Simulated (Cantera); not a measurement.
A Cantera script and its output.

```python
import numpy as np
import cantera as ct

gas = ct.Solution("gri30.yaml")
gas.TPX = 800, 1000000, {'CH4': 1, 'O2': 1.82, 'N2': 6.84, 'CO2': 1.2}
inlet = ct.Reservoir(gas, clone=True)
gas.equilibrate("HP")  # start burning
reactor = ct.IdealGasConstPressureReactor(gas, energy="on", clone=False)
exhaust = ct.Reservoir(gas, clone=True)
tau = [0.37, 0.14, 0.056, 0.022, 0.0084, 0.0033, 0.0013, 0.0005, 0.00019, 7.6e-05][0]
for a, b in ((inlet, reactor), (reactor, exhaust)):
    ct.MassFlowController(a, b, mdot=lambda t: reactor.mass / tau)
net = ct.ReactorNet([reactor])
show = ['CH4', 'O2', 'CO2', 'C2H6', 'NO', 'HCN']

rows = []
print(f"{'tau/s':>10s}{'T/K':>9s}" + "".join(f"{s:>11s}" for s in show))
for tau in [0.37, 0.14, 0.056, 0.022, 0.0084, 0.0033, 0.0013, 0.0005, 0.00019, 7.6e-05]:
    net.initial_time = 0.0
    net.advance(30 * tau)
    before = gas.X
    net.advance(40 * tau)
    drift = np.max(np.abs(gas.X - before) / (gas.X + 1e-9))
    rows.append([gas.T, *gas[show].X, drift])
    print(f"{tau:10.3e}{gas.T:9.1f}" + "".join(f"{x:11.3e}" for x in gas[show].X))
```

Output:

```
     tau/s      T/K        CH4         O2        CO2       C2H6         NO        HCN
 3.700e-01   2324.0  4.237e-07  6.226e-04  1.691e-01  1.843e-13  7.592e-04  6.941e-08
 1.400e-01   2323.6  1.085e-06  6.607e-04  1.691e-01  1.218e-12  7.259e-04  1.671e-07
 5.600e-02   2322.5  2.539e-06  7.461e-04  1.690e-01  6.783e-12  6.644e-04  3.516e-07
 2.200e-02   2319.8  5.680e-06  9.358e-04  1.687e-01  3.498e-11  5.707e-04  6.559e-07
 8.400e-03   2313.8  1.204e-05  1.329e-03  1.680e-01  1.633e-10  4.666e-04  1.082e-06
 3.300e-03   2302.7  2.349e-05  2.020e-03  1.666e-01  6.384e-10  3.831e-04  1.620e-06
 1.300e-03   2284.6  4.459e-05  3.155e-03  1.645e-01  2.296e-09  3.187e-04  2.340e-06
 5.000e-04   2256.5  8.695e-05  4.955e-03  1.612e-01  8.368e-09  2.623e-04  3.358e-06
 1.900e-04   2215.8  1.791e-04  7.672e-03  1.564e-01  3.299e-08  2.062e-04  4.802e-06
 7.600e-05   2162.3  3.920e-04  1.153e-02  1.501e-01  1.490e-07  1.492e-04  6.830e-06
```

Model: GRI-Mech 3.0 (53 species, 325 reactions), integrated in Cantera.
